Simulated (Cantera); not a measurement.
**Boron, boron nitride and boron oxide: borazine + H2O + H2 + O2**

Input: 1 mol borazine, 7.6 mol H2O, 1.5 mol H2, 0.48 mol O2, at 0.728 Torr.

Cantera equilibrium calculation (NASA polynomials, part measured and part estimated; ideal gas, pure solids and liquids). Candidate condensed phases: B, BN, B2O3, B3O3H3, H2O; 39 gas species. The feed counts by its element totals alone. Gases not in the tables: H3BO3. Rates play no part.

From 627 °C to 1077 °C the condensed part is B2O3(l). From 1227 °C to 1977 °C nothing is condensed.

```
T (°C)  log p H2  log p H2O  log p HBO2  log p H  log p N2  log p BO  log p B2O3  n B2O3(l)
------  --------  ---------  ----------  -------  --------  --------  ----------  ---------
627        -3.24      -3.54       -7.37   -11.55     -3.97      <-15      -13.80       1.49
777        -3.24      -3.54       -5.92    -9.71     -3.97      <-15      -10.49       1.49
927        -3.24      -3.55       -4.86    -8.33     -3.97    -12.27       -8.04       1.40
1077       -3.26      -3.63       -4.08    -7.25     -3.99     -9.89       -6.15      0.873
1227       -3.29      -3.77       -3.75    -6.40     -4.02     -8.23       -5.16          0
1377       -3.29      -3.76       -3.76    -5.69     -4.02     -7.26       -5.03          0
1527       -3.29      -3.75       -3.78    -5.09     -4.02     -6.46       -4.94          0
1677       -3.31      -3.75       -3.80    -4.59     -4.02     -5.80       -4.87          0
1827       -3.34      -3.75       -3.84    -4.18     -4.03     -5.25       -4.84          0
1977       -3.40      -3.78       -3.92    -3.83     -4.06     -4.82       -4.88          0
```
log p: log10 of the partial pressure in bar; n: condensed amount in mol.
